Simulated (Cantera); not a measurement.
Feed: 1 mol Si, 0.0087 mol O2, 8.6 mol N2, equilibrated at 0.000420 bar.

These are equilibrium values from Cantera (NASA tables, ideal gas, pure condensed phases), not measurements of a reactor. Candidate condensed phases: Si, SiO2, Si2N2O, Si3N4; 16 gas species. N2 is the only nitrogen source here; it is nearly inert below about 1500 K, so the nitride shown seldom forms there in practice. Mutual solubility and eutectic melting of coexisting phases are not modelled. The tables' values for SiN are old estimates; treat these amounts as uncertain. Equilibrium is a limit: real reactors are often held back by kinetics, nucleation or transport.

x: gas mole fraction; n: condensed amount in mol.

```json
[
 {"T (°C)": "675", "x N2": "1.00", "x Si": "<1e-12", "x SiO": "<1e-12", "x Si2": "<1e-12", "x Si2N": "<1e-12", "x SiN": "<1e-12", "x Si3": "<1e-12", "n Si2N2O(s)": "0.0174", "n Si3N4(s)": "0.322", "n Si(l)": "0"},
 {"T (°C)": "825", "x N2": "1.00", "x Si": "<1e-12", "x SiO": "…", "x Si2": "<1e-12", "x Si2N": "<1e-12", "x SiN": "<1e-12", "x Si3": "<1e-12", "n Si2N2O(s)": "0.0174", "n Si3N4(s)": "0.322", "n Si(l)": "0"},
 {"T (°C)": "975", "x N2": "1.00", "x Si": "7.98e-11", "x SiO": "8.32e-8", "x Si2": "<1e-12", "x Si2N": "<1e-12", "x SiN": "7.64e-12", "x Si3": "<1e-12", "n Si2N2O(s)": "0.0174", "n Si3N4(s)": "0.322", "n Si(l)": "0"},
 {"T (°C)": "1125", "x N2": "1.000", "x Si": "1.03e-7", "x SiO": "3.38e-5", "x Si2": "3.33e-12", "x Si2N": "3.15e-10", "x SiN": "4.32e-9", "x Si3": "<1e-12", "n Si2N2O(s)": "0.0171", "n Si3N4(s)": "0.322", "n Si(l)": "0"},
 {"T (°C)": "1275", "x N2": "0.998", "x Si": "3.26e-5", "x SiO": "0.00219", "x Si2": "2.50e-8", "x Si2N": "4.80e-7", "x SiN": "7.02e-7", "x Si3": "2.14e-9", "n Si2N2O(s)": "0", "n Si3N4(s)": "0.327", "n Si(l)": "0"},
 {"T (°C)": "1425", "x N2": "0.996", "x Si": "0.00156", "x SiO": "0.00202", "x Si2": "6.81e-6", "x Si2N": "3.53e-5", "x SiN": "1.95e-5", "x Si3": "1.72e-6", "n Si2N2O(s)": "0", "n Si3N4(s)": "0", "n Si(l)": "0.968"},
 {"T (°C)": "1575", "x N2": "0.983", "x Si": "…", "x SiO": "0.00199", "x Si2": "…", "x Si2N": "…", "x SiN": "0.000117", "x Si3": "…", "n Si2N2O(s)": "0", "n Si3N4(s)": "0", "n Si(l)": "…"},
 {"T (°C)": "1725", "x N2": "0.898", "x Si": "0.0983", "x SiO": "0.00182", "x Si2": "0.000984", "x Si2N": "0.000637", "x SiN": "0.000499", "x Si3": "0.000205", "n Si2N2O(s)": "0", "n Si3N4(s)": "0", "n Si(l)": "0"}
]
```

Question: Some entries are withheld; supply them.

Answer: 
- 1575, x Si: 0.0149
- 1575, x Si2: 0.000104
- 1575, x Si2N: 0.000179
- 1575, x Si3: 2.41e-5
- 1575, n Si(l): 0.845
- 825, x SiO: 3.83e-11
